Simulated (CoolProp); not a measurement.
Cyclopentane along the isotherm 490.5 K: Z from the reference equation and from simpler models built on Tc = 511.7 K, pc = 45.83 bar, ω = 0.202; each cubic takes its own stable root.

The numbers come from the reference Helmholtz-energy equation of state, Gedanitz 2015 in CoolProp.

| p (bar) | phase | reference | Pitzer virial | Soave-Redlich-Kwong |
|---|---|---|---|---|
| 1.53 | gas | 0.9863 | 0.9867 | 0.9869 |
| 3.06 | gas | 0.9724 | 0.9734 | 0.9735 |
| 4.58 | gas | 0.9583 | 0.9602 | 0.9599 |
| 6.11 | gas | 0.9438 | 0.9469 | 0.9460 |
| 7.64 | gas | 0.9290 | 0.9336 | 0.9318 |
| 9.17 | gas | 0.9138 | 0.9203 | 0.9173 |
| 10.7 | gas | 0.8983 | 0.9069 | 0.9024 |
| 12.2 | gas | 0.8826 | 0.8939 | 0.8874 |
| 13.7 | gas | 0.8666 | 0.8809 | 0.8721 |
| 15.3 | gas | 0.8489 | 0.8669 | 0.8553 |
| 16.8 | gas | 0.8318 | 0.8539 | 0.8390 |
| 18.3 | gas | 0.8141 | 0.8409 | 0.8222 |
| 19.9 | gas | 0.7945 | 0.8269 | 0.8036 |
| 21.4 | gas | 0.7753 | 0.8139 | 0.7855 |
| 22.9 | gas | 0.7553 | 0.8009 | 0.7666 |
